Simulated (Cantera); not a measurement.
A closed system holds: 1 mol CH3F, 1.4 mol HCl, equilibrated at 1398 K and 3.90 Pa.

Cantera equilibrium calculation (NASA polynomials, part measured and part estimated; ideal gas, pure solids and liquids). Candidate condensed phases: C, C6H6, C7H8, C8H18; 118 gas species. Equilibrium is a limit: real reactors are often held back by kinetics, nucleation or transport.

Question: What is the equilibrium state?

Answer: 
- x(HCl): 0.411
- x(H2): 0.294
- x(HF): 0.294
- x(Cl): 0.000473
- x(H): 0.000411
- n(C(graphite)): 1.000 mol
- gas amount: 3.401 mol
